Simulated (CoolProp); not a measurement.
Neopentane along the isotherm 550 K: Z from the reference equation and from simpler models built on Tc = 433.7 K, pc = 3.196 MPa, ω = 0.196; each cubic takes its own stable root.

The numbers come from the reference Helmholtz-energy equation of state, Lemmon 2006 in CoolProp. It is a short technical equation, of lower accuracy than the large ones.

| p (MPa) | phase | reference |
|---|---|---|
| 0.2 | gas | 0.9904 |
| 0.4 | gas | 0.9807 |
| 0.599 | gas | 0.9710 |
| 0.799 | gas | 0.9612 |
| 0.999 | gas | 0.9513 |
| 1.2 | gas | 0.9414 |
| 1.4 | gas | 0.9314 |
| 1.6 | gas | 0.9214 |

How far does each simpler model (Pitzer virial, van der Waals, Redlich-Kwong, Peng-Robinson) lie from the reference over these 8 states: mean and median of the absolute difference, and the worst?


- Pitzer virial: mean 0.2 %, median 0.2 %, worst +0.4 % at 550 K and 1.6 MPa
- van der Waals: mean 0.4 %, median 0.4 %, worst -0.9 % at 550 K and 1.6 MPa
- Redlich-Kwong: mean 0.4 %, median 0.4 %, worst -0.8 % at 550 K and 1.6 MPa
- Peng-Robinson: mean 0.6 %, median 0.6 %, worst -1.0 % at 550 K and 1.6 MPa
